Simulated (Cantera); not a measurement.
A closed system holds: 1 mol CH3Cl, 0.1 mol HCl, 0.039 mol Si, at 3.70e-5 bar.

Method: chemical equilibrium by Gibbs-energy minimisation in Cantera with the NASA 1993 tables (ideal gas, pure condensed phases). Candidate condensed phases: C, C6H6, C7H8, C8H18, Si, SiC; 109 gas species. The numbers say what is thermodynamically allowed, not how fast it happens.

Task: Which condensed phases are stable at each of these points (T (K)): 2225, 2375, 2525, 2675, 2825, 2975, 3125?

Result: 
```
T (K)  condensed phases  Si condensed (%)
-----  ----------------  ----------------
2225        C(graphite)               0.0
2375        C(graphite)               0.0
2525        C(graphite)               0.0
2675           gas only               0.0
2825           gas only               0.0
2975           gas only               0.0
3125           gas only               0.0
```

From 2225 K to 2525 K the condensed part is C(graphite). From 2675 K to 3125 K nothing is condensed.
